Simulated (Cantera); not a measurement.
A closed system holds: 1 mol PbO, 29 mol N2, held at 1.35 Torr.

These are equilibrium values from Cantera (NASA tables, ideal gas, pure condensed phases), not measurements of a reactor. Candidate condensed phases: Pb, PbO, PbO2, Pb3O4; 12 gas species. The numbers say what is thermodynamically allowed, not how fast it happens.

### Question
Which condensed phases are stable at each of these points (T (°C)): 900, 950, 1000, 1050, 1100, 1150, 1200, 1250, 1300, 1350?

### Answer
| T (°C) | condensed phases | Pb condensed (%) |
|---|---|---|
| 900 | PbO(l) | 25.5 |
| 950 | gas only | 0.0 |
| 1000 | gas only | 0.0 |
| 1050 | gas only | 0.0 |
| 1100 | gas only | 0.0 |
| 1150 | gas only | 0.0 |
| 1200 | gas only | 0.0 |
| 1250 | gas only | 0.0 |
| 1300 | gas only | 0.0 |
| 1350 | gas only | 0.0 |

At 900 °C the condensed part is PbO(l). From 950 °C to 1350 °C nothing is condensed.
